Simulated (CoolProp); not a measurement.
Properties of n-perfluorohexane along the isotherm 176.85 °C (Tc = 174.9 °C, pc = 1742 kPa, ω = 0.497).

Model: reference Helmholtz-energy equation of state, Gao 2022, in CoolProp.

```tsv
p (kPa)	phase	Z	Joule-Thomson coefficient (K/MPa)
54.4	gas	0.9891	7.874
109	gas	0.9781	8.017
163	gas	0.9670	8.166
218	gas	0.9555	8.326
272	gas	0.9440	8.492
327	gas	0.9320	8.670
381	gas	0.9201	8.855
435	gas	0.9079	9.051
490	gas	0.8953	9.263
544	gas	0.8826	9.485
599	gas	0.8694	9.726
653	gas	0.8562	9.978
708	gas	0.8423	10.25
762	gas	0.8284	10.55
816	gas	0.8141	10.86
871	gas	0.7991	11.21
```
